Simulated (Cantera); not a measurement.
Gas mixture: CH4 = 0.93 (molar parts), at 7.01 atm, frozen composition.

Cantera's kinetic-theory transport with the Lennard-Jones parameters of GRI-Mech 3.0, ideal gas; thermal conductivity in the multicomponent form.

D: mixture-averaged diffusion coefficient of that species in the mixture.

```tsv
T (K)	ρ (kg/m³)	cp (J/kg/K)	μ (µPa s)	λ (mW/m/K)	Pr	D (cm²/s) H	D (cm²/s) NO	D (cm²/s) CH3
400	3.42	2526	14.4	50.8	0.718	0.268	0.0526	0.0553
500	2.74	2898	17.1	68.6	0.722	0.397	0.0775	0.0819
600	2.28	…	…	…	0.725	…	…	…
700	1.96	3656	21.7	109	0.727	0.709	0.138	0.146
800	1.71	3989	23.8	…	0.728	…	…	…
900	1.52	4292	25.8	152	0.729	1.09	0.210	0.224
```

Q: What belongs in the gaps?

A: 
- 600, cp (J/kg/K): 3287
- 600, μ (µPa s): 19.5
- 600, λ (mW/m/K): 88.4
- 600, D (cm²/s) H: 0.544
- 600, D (cm²/s) NO: 0.106
- 600, D (cm²/s) CH3: 0.112
- 800, λ (mW/m/K): 130
- 800, D (cm²/s) H: 0.890
- 800, D (cm²/s) NO: 0.172
- 800, D (cm²/s) CH3: 0.184
